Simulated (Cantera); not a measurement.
Predominance diagram of Na at 900 K against the partial pressures of O₂ and S₂ (log10, bar). Cantera with NASA thermochemical tables; ideal gases at 1 bar, condensed phases pure. Candidates: Na(l), Na₂O(s), Na₂O₂(s), Na₂S(s), Na₂SO₄(s). Only these pure phases compete in this equilibrium. Not in the tables: pyrosulfates.

**Question.** Which phase is stable at these pairs, and which metal-bearing vapour leads over it? (-23, -11.3); (-17.8, -8.5); (-18.8, -2.8); (-14.7, -9.9); (-20.9, -12.8); (-23, -4.2); (-12.6, -11.3)

**Answer.** 
```
log p(O₂)  log p(S₂)      phase  chief vapour  log p (bar)
---------  ---------  ---------  ------------  -----------
-23            -11.3    Na₂S(s)            Na         -7.7
-17.8           -8.5  Na₂SO₄(s)            Na        -11.2
-18.8           -2.8  Na₂SO₄(s)        Na₂SO₄        -11.4
-14.7           -9.9  Na₂SO₄(s)        Na₂SO₄        -11.4
-20.9          -12.8    Na₂S(s)            Na         -7.3
-23             -4.2    Na₂S(s)            Na         -9.5
-12.6          -11.3  Na₂SO₄(s)        Na₂SO₄        -11.4
```
